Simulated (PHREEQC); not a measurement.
Consider water at 25 °C with 0.25 mol ZnCl2 and 0.0013 mol NaCl per kg of water. Closed to the air; pH follows from the charge balance.

All values are PHREEQC results (ion-association model, phreeqc.dat), not measurements.

The ionic strength comes out as 0.628 mol/kgw. What activity coefficients do H+, ZnCl4-2, ZnOH+, ZnCl3-, Cl- get?

H+ 0.76, ZnCl4-2 0.20, ZnOH+ 0.74, ZnCl3- 0.63, Cl- 0.64.

Precipitation was switched off in this run. Species that the database lacks are ignored.
